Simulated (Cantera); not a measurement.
Mixture: 14.7 % CH₄, 16.4 % O₂, 68.9 % N₂, equivalence ratio 1.8, at 1.30 bar, adiabatic and at constant pressure. Ignition delay is the time to a rise of 400 K.

Cantera simulation using GRI-Mech 3.0 (53 species, 325 reactions); the numbers are that mechanism's predictions, not measurements.

Predict: delay at 1123 K; delay at 1323 K; delay at 1523 K; delay at 1723 K; apparent activation energy between 1623 and 1823 K.


```json
{
 "delay at 1123 K": "0.173 s",
 "delay at 1323 K": "10.9 ms",
 "delay at 1523 K": "1.08 ms",
 "delay at 1723 K": "0.179 ms",
 "apparent activation energy between 1623 and 1823 K": "190 kJ/mol"
}
```
